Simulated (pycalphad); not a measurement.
Source of the numbers: pycalphad with the COST 507 light-alloy database (1999); pressure 1 atm. These are 1990s assessments: newer ones move some temperatures and phases. Amounts are mole fractions of atoms.

Question: Give the equilibrium state of Hf-0.98C (at.%) at 2300 K.

Answer: 
```
T = 2300.00 K, P = 101325 Pa, N = 1 mol of atoms
G = -180893 J/mol, H = 67103 J/mol, S = 107.82 J/(mol K)  (SER reference)
chemical potentials (J/mol): Hf -179237, C -348199
phase             fraction      x(Hf)       x(C)
BCC_A2              0.6115     0.9980     0.0020
HCP_A3              0.3885     0.9779     0.0221
```

BCC_A2 is bcc; HCP_A3 is hcp.
